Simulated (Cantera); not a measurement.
# Thermodynamics of metals in furnace atmospheres, feed Pb + H2O + N2

Input: 1 mol Pb, 1.7 mol H2O, 1.8 mol N2, equilibrated at 0.00290 bar.

These are equilibrium values from Cantera (NASA tables, ideal gas, pure condensed phases), not measurements of a reactor. Candidate condensed phases: H2O, Pb, PbO, PbO2, Pb3O4; 27 gas species. Equilibrium is a limit: real reactors are often held back by kinetics, nucleation or transport.

At 675 °C the condensed part is Pb(l) + PbO(yellow). From 750 °C to 900 °C the condensed part is Pb(l). From 975 °C to 1200 °C nothing is condensed. The main Pb-bearing gas is Pb throughout.

```tsv
T (°C)	x N2	x H2O	x Pb	x H2	x PbO	x OH	n Pb(l)	n PbO(yellow)
675	0.513	0.485	0.00165	5.88e-5	1.69e-5	8.92e-10	0.994	0.000147
750	0.509	0.481	0.00919	0.000131	0.000131	8.52e-9	0.967	0
825	0.493	0.465	0.0403	0.000439	0.000439	4.49e-8	0.851	0
900	0.439	0.413	0.145	0.00121	0.00121	1.79e-7	0.399	0
975	0.400	0.376	0.220	0.00207	0.00207	7.31e-7	0	0
1050	0.400	0.375	0.219	0.00289	0.00289	2.97e-6	0	0
1125	0.400	0.374	0.218	0.00389	0.00389	1.04e-5	0	0
1200	0.400	0.373	0.217	0.00509	0.00507	3.19e-5	0	0
```
x: gas mole fraction; n: condensed amount in mol.
